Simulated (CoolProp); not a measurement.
Vapour-liquid equilibrium of R13 (1) + propylene (2) at 5.05 °C; x and y are mole fractions of (1).

Computed with CoolProp (multi-fluid Helmholtz-energy mixture model, Platzer 1990 and Lemmon 2013; pair parameters Bell 2016). This equation is an older, rougher fit; its heat capacities, sound speeds and derivatives of the liquid may be far off and weren't checked against measurements.

Question: Give the bubble pressure and the first vapour's composition at x = 0.35, 0.5, 0.65. Is there an azeotrope?

Answer: x = 0.35: 1.386 MPa, y = 0.604; x = 0.5: 1.608 MPa, y = 0.704; x = 0.65: 1.807 MPa, y = 0.789. No azeotrope shows between x = 0.05 and 0.95.

The pair parameters rest on a limited set of measurements; away from them the model extrapolates.
